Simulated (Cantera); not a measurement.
Feed: 1 mol CaCO3, 0.25 mol H2, 2.2 mol O2, at 900000 Pa.

Cantera equilibrium calculation (NASA polynomials, part measured and part estimated; ideal gas, pure solids and liquids). Candidate condensed phases: C, C6H6, C7H8, C8H18, Ca, CaCO3, CaO, Ca(OH)2, H2O; 115 gas species. Rates play no part. All values below are at 1325 °C.

Base state: O2 0.624, CO2 0.301, H2O 0.0751, OH 0.000114 (mole fractions); condensed: CaO(s).

What changes in the equilibrium state with this change: H2 from 0.25 to 2.9 mol?


```json
[
 {"species": "H2O", "before": "0.0751", "after": "0.623"},
 {"species": "CO2", "before": "0.301", "after": "0.215"},
 {"species": "O2", "before": "0.624", "after": "0.161"},
 {"species": "OH", "before": "0.000114", "after": "0.000235"},
 {"species": "CaO(s), mol", "before": "1.00", "after": "1.000"}
]
```
